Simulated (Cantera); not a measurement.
Equilibrium for halide evaporation, hydrolysis and transport: PbCl₂ + H₂ + N₂

Charge: 1 mol PbCl₂, 6.1 mol H₂, 19 mol N₂, held at 0.0130 bar.

Cantera equilibrium calculation (NASA polynomials, part measured and part estimated; ideal gas, pure solids and liquids). Candidate condensed phases: NH₄Cl, Pb, PbCl₂; 17 gas species. The tables' values for PbCl₄ are old estimates; treat these amounts as uncertain. Kinetics and transport are ignored.

```
T (K)  log p N₂  log p H₂  log p HCl  log p Pb  log p PbCl  log p H  log p PbCl₂  log p Cl  n Pb(l)
-----  --------  --------  ---------  --------  ----------  -------  -----------  --------  -------
975       -2.03     -2.57      -3.15     -5.04       -4.11   -10.23        -4.00    -10.83    0.621
1075      -2.03     -2.57      -3.21     -4.12       -3.68    -9.12        -4.10     -9.80    0.264
1175      -2.03     -2.58      -3.19     -3.70       -3.61    -8.20        -4.39     -8.87        0
1275      -2.04     -2.59      -3.13     -3.57       -3.71    -7.43        -4.75     -8.04        0
1375      -2.04     -2.59      -3.09     -3.48       -3.84    -6.76        -5.12     -7.34        0
1475      -2.04     -2.60      -3.07     -3.43       -3.98    -6.19        -5.47     -6.75        0
1575      -2.04     -2.60      -3.05     -3.39       -4.13    -5.68        -5.80     -6.23        0
1675      -2.04     -2.61      -3.04     -3.37       -4.27    -5.24        -6.11     -5.78        0
1775      -2.04     -2.61      -3.04     -3.36       -4.40    -4.84        -6.40     -5.39        0
1875      -2.04     -2.61      -3.04     -3.35       -4.53    -4.49        -6.67     -5.04        0
1975      -2.04     -2.61      -3.04     -3.34       -4.64    -4.17        -6.92     -4.72        0
2075      -2.04     -2.62      -3.05     -3.34       -4.76    -3.88        -7.15     -4.44        0
2175      -2.05     -2.63      -3.06     -3.34       -4.87    -3.63        -7.38     -4.19        0
```
log p: log10 of the partial pressure in bar; n: condensed amount in mol.

From 975 K to 1075 K the condensed part is Pb(l). From 1175 K to 2175 K nothing is condensed. The main Pb-bearing gas is PbCl₂ at 975 K and Pb at 2175 K.
